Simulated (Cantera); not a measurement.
Cantera run:

```python
import numpy as np
import cantera as ct

gas_names = """
    F F2 H HF H2 H2F2 H3F3 H4F4 H5F5 H6F6 H7F7 Pb PbF PbF2 PbF4 Pb2
""".split()
cond_names = """
    Pb(cr) Pb(L) PbF2(a) PbF2(b) PbF2(L)
""".split()


# ... load() reads the species with a 1 bar reference pressure and builds the phases ...
atoms = {
    'PbF2': {'Pb': 1, 'F': 2},
    'H2': {'H': 2},
}
top_T = {}  # K; cautious upper limits of use, not melting points


# ... equilibrate(T, P, feed) seeds the gas with the atoms and calls Mixture.equilibrate('TP', solver="vcs", rtol=1e-11, max_steps=5000) ...
results = []
feed = {'PbF2': 1, 'H2': 55}  # mol
T = 1098  # K
for P in [0.1, 0.46, 2.2, 10, 46, 220, 1000, 4600, 22000, 100000]:
    mix = equilibrate(T, P, feed)
    results.append((T, P, feed, dict(zip(mix.species_names, mix.species_moles))))

top = {s: max(r[3][s] / sum(r[3][g] for g in gas_names) for r in results) for s in gas_names}
cols = sorted((s for s in top if top[s] > 1e-06), key=lambda s: -top[s])[:5]
seen = [c for c in cond_names if any(r[3].get(c, 0) > 1e-12 for r in results)]
print("log10 of partial pressures in bar; condensed amounts in mol")
print(f"{'P/Pa':>10s}" + "".join(f"{s[:9]:>10s}" for s in cols + seen))
for T, P, feed, n in results:
    ng = sum(n[g] for g in gas_names)
    print(f"{P:10.4g}" + "".join(f"{np.log10(max(n[s] / ng * P / 1e5, 1e-99)):10.3f}" for s in cols)
          + "".join(f"{n.get(c, 0):10.4g}" for c in seen))
```

Output:

```
log10 of partial pressures in bar; condensed amounts in mol
      P/Pa        H2        HF        Pb         H       PbF     Pb(L)
       0.1    -6.023    -7.455    -7.756   -10.618   -13.810         0
      0.46    -5.361    -6.792    -7.093   -10.287   -12.816         0
       2.2    -4.681    -6.112    -6.413    -9.947   -11.796         0
        10    -4.023    -5.455    -5.756    -9.618   -10.810         0
        46    -3.361    -4.792    -5.093    -9.287    -9.816         0
       220    -2.681    -4.112    -4.413    -8.947    -8.797         0
      1000    -2.021    -3.452    -3.933    -8.617    -7.985    0.3381
      4600    -1.354    -2.786    -3.933    -8.284    -7.652    0.8574
   2.2e+04    -0.674    -2.105    -3.933    -7.944    -7.312    0.9702
     1e+05    -0.016    -1.447    -3.933    -7.615    -6.983    0.9935
```

Cantera equilibrium calculation (NASA polynomials, part measured and part estimated; ideal gas, pure solids and liquids).
